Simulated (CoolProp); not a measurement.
The numbers come from the reference Helmholtz-energy equation of state, Bücker 2006 in CoolProp.

### Question
For n-butane, give the phase and the density (kg/m³), cv (kJ/(kg K)), expansivity (1/kK), viscosity (µPa s) at 458.2 K and 1480 kPa; 458.2 K and 2500 kPa; 458.2 K and 4210 kPa.

### Answer
- 458.2 K and 1480 kPa: gas; density 25.4, cv 2.29, expansivity 3.23, viscosity 11.7
- 458.2 K and 2500 kPa: gas; density 47.6, cv 2.32, expansivity 4.55, viscosity 12.3
- 458.2 K and 4210 kPa: supercritical; density 104, cv 2.40, expansivity 10.4, viscosity 14.4

Viscosity comes from a separate model (Vogel 1999).
